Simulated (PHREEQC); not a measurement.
KOH is added in steps, without added water, to 1 kg of water holding 0.055 mmol/kgw CaSO4 and 10 mmol/kgw Na2HPO4, at 75 °C. O2 is buffered at 0.21 atm. CO2 from the air is kept out. Solids allowed: Gypsum, Portlandite, Hydroxyapatite, Mirabilite. Others were left out.

Base run: PHREEQC, ion-association model, wateq4f.dat. Each further column changes one thing. The table gives pH.

```csv
KOH added (mol),base,all activity coefficients set to 1,Davies equation for every ion,metal-ligand complexes left out,Debye-Hückel limiting law
0,8.65,8.82,8.65,8.66,8.61
4.125e-05,8.72,8.88,8.72,8.72,8.67
7.219e-05,8.77,8.92,8.77,8.77,8.73
0.0001134,8.83,8.98,8.83,8.83,8.79
0.0001444,8.88,9.02,8.88,8.88,8.84
0.0001856,8.94,9.07,8.94,8.94,8.90
0.0002166,8.98,9.11,8.98,8.98,8.95
0.0002578,9.03,9.16,9.03,9.03,9.00
0.0002887,9.07,9.20,9.07,9.07,9.04
0.00033,9.12,9.24,9.12,9.12,9.09
```

H3PO4, which wateq4f.dat lacks, is added to it with the constant of phreeqc.dat. Away from 25 °C the constants follow the database's enthalpies or fits; those with neither stay at their 25 °C values.
